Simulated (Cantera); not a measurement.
Input: 1 mol B₂O₃, 2.3 mol O₂, 0.63 mol H₂, held at 0.133 bar.

Cantera equilibrium calculation (NASA polynomials, part measured and part estimated; ideal gas, pure solids and liquids). Candidate condensed phases: B, B₂O₃, B₃O₃H₃, H₂O; 23 gas species. Gases not in the tables: H₃BO₃. Kinetics and transport are ignored. All values below are at 1050 K.

Base state: O₂ 0.759, H₂O 0.240, (HBO₂)₃ 0.000936, HBO₂ 9.51e-5 (mole fractions); condensed: B₂O₃(l).

### Question
What changes in the equilibrium state with this change: O₂ from 2.3 to 0.81 mol?

### Answer
```csv
species,before,after
H₂O,0.240,0.556
O₂,0.759,0.441
(HBO₂)₃,0.000936,0.00331
HBO₂,9.51e-5,0.000145
"B₂O₃(l), mol",0.996,0.994
```
